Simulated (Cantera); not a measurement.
Ignition delay

Mixture: CH4 : O2 : N2 : H2 = 1 : 4.55 : 21.4 : 0.064 (molar parts), equivalence ratio 0.45, at 6.30 bar, adiabatic and at constant pressure. Ignition delay is the time to a rise of 400 K.

Model: GRI-Mech 3.0 (53 species, 325 reactions), integrated in Cantera.

```
T0 (K)  delay (ms)
------  ----------
1298          1.25
1398         0.471
1498         0.192
1598        0.0859
1698        0.0422
1798        0.0226
1898        0.0134
```

The apparent activation energy between 1698 and 1898 K is 150 kJ/mol.
